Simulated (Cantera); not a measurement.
## Ignition delay

Mixture: 15.4 % CH3OH, 17.7 % O2, 66.9 % N2, at 18000 Torr, adiabatic and at constant volume. Ignition delay is the time to a rise of 400 K.

Computed with Cantera and GRI-Mech 3.0 (53 species, 325 reactions). GRI-Mech 3.0 was tuned for natural gas; its chemistry of methanol as a main component is partial and can be far from experiment. The pressure lies above the range GRI-Mech 3.0 was tuned for (to about 10 atm).

```csv
T0 (K),delay (ms)
1200,0.751
1275,0.226
1350,0.0786
1425,0.0310
1500,0.0137
```

```json
{
  "apparent activation energy between 1350 and 1500 K": "200 kJ/mol"
}
```
